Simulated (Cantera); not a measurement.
BN + Cl2 (nitride etching)

Feed: 1 mol BN, a varied amount of Cl2, held at 1252 °C and 35000 Pa.

These are equilibrium values from Cantera (NASA tables, ideal gas, pure condensed phases), not measurements of a reactor. Candidate condensed phases: B, BN; 10 gas species. Equilibrium is a limit: real reactors are often held back by kinetics, nucleation or transport.

```csv
n(Cl2) (mol),x Cl2,x BCl3,x Cl,x N2,x BCl2
5.5,0.646,0.173,0.0937,0.0867,2.14e-7
11,0.768,0.0863,0.102,0.0431,9.75e-8
17,0.811,0.0557,0.105,0.0279,6.13e-8
23,0.832,0.0412,0.106,0.0206,4.47e-8
29,0.844,0.0326,0.107,0.0163,3.52e-8
35,0.852,0.0270,0.108,0.0135,2.90e-8
41,0.857,0.0231,0.108,0.0115,2.47e-8
```
x: gas mole fraction; nothing condenses.

From 5.5 mol Cl2 to 41 mol Cl2 nothing is condensed. The main B-bearing gas is BCl3 throughout.
